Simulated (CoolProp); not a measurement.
R143a at 293.15 K and 0.668 MPa is throttled through a valve to 0.441 MPa with no heat exchange. Each further row changes one setting.

Values from CoolProp's reference Helmholtz-energy equation of state, Lemmon and Jacobsen 2000.

```tsv
case	temperature change (K)	final density (kg/m³)
as stated	___	___
outlet pressure 0.132 MPa	___	___
outlet pressure 0.573 MPa	-2.0	___
```

### Question
Complete the blanks.

### Answer

- as stated, temperature change (K): -4.9
- as stated, final density (kg/m³): 17.0
- outlet pressure 0.132 MPa, temperature change (K): -11.8
- outlet pressure 0.132 MPa, final density (kg/m³): 4.88
- outlet pressure 0.573 MPa, final density (kg/m³): 22.4
